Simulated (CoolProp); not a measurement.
Vapour-liquid equilibrium of dimethyl carbonate (1) + n-octane (2) at 416.4 K; x and y are mole fractions of (1).

Model: multi-fluid Helmholtz-energy mixture model, Zhou 2011 and Beckmüller 2019; pair parameters Bell 2016, in CoolProp.

```csv
x,"bubble pressure, mixture model (kPa)","bubble pressure, Raoult's law (kPa)","y, mixture model","y, Raoult's law"
0.05,204.1,174.6,0.233,0.123
0.2,301.5,214.8,?,0.399
0.35,361.2,254.9,0.652,0.589
0.5,?,295.1,?,0.727
0.65,419.5,335.3,?,0.832
0.8,?,375.4,?,0.914
0.95,?,415.6,0.942,0.981
```

**Question.** Complete the blanks.

**Answer.** 
- 0.2, y, mixture model: 0.533
- 0.5, bubble pressure, mixture model (kPa): 397.1
- 0.5, y, mixture model: 0.720
- 0.65, y, mixture model: 0.774
- 0.8, bubble pressure, mixture model (kPa): 433.6
- 0.8, y, mixture model: 0.836
- 0.95, bubble pressure, mixture model (kPa): 434.9

The largest gap from Raoult's law is +41.7 % in bubble pressure, at x = 0.35. y crosses x between x = 0.8 and 0.95: the model has an azeotrope there.

The pair parameters rest on a limited set of measurements; away from them the model extrapolates.
